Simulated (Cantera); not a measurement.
A diamond (100) surface in a fixed gas of H2 with x(CH4) = 0.0022, x(H) = 0.0017, at 1225 K, 0.0109 atm; coverages are run to steady state.

Model: the Harris–Goodwin 1993 mechanism for the reconstructed diamond (100) surface, integrated in Cantera.

θ: site fractions in the mechanism's names (c6HH fully hydrogenated, c6H* and c6*H radical sites, c6** diradical, c6HM methylated).

```csv
x(CH3),growth (µm/h),θ c6HH,θ c6H*,θ c6*H,θ c6**,θ c6HM
1e-06,(withheld),0.440,0.0403,0.492,0.0281,2.24e-6
2.5e-06,(withheld),0.440,0.0403,0.492,0.0281,5.59e-6
6.4e-06,(withheld),0.440,0.0403,0.492,0.0280,1.43e-5
1.6e-05,(withheld),0.440,0.0403,0.492,0.0280,3.57e-5
4.1e-05,(withheld),0.440,0.0403,0.492,0.0279,9.15e-5
0.00011,(withheld),0.440,0.0403,0.491,0.0277,0.000245
0.00027,(withheld),0.439,0.0402,0.491,0.0272,0.000596
0.00068,(withheld),0.438,0.0401,0.489,0.0259,0.00147
0.0017,(withheld),0.436,0.0398,0.486,0.0233,0.00354
```

**Question.** Complete the blanks.

**Answer.** 
- 1e-06, growth (µm/h): 0.000971
- 2.5e-06, growth (µm/h): 0.00243
- 6.4e-06, growth (µm/h): 0.00621
- 1.6e-05, growth (µm/h): 0.0155
- 4.1e-05, growth (µm/h): 0.0397
- 0.00011, growth (µm/h): 0.106
- 0.00027, growth (µm/h): 0.255
- 0.00068, growth (µm/h): 0.616
- 0.0017, growth (µm/h): 1.40
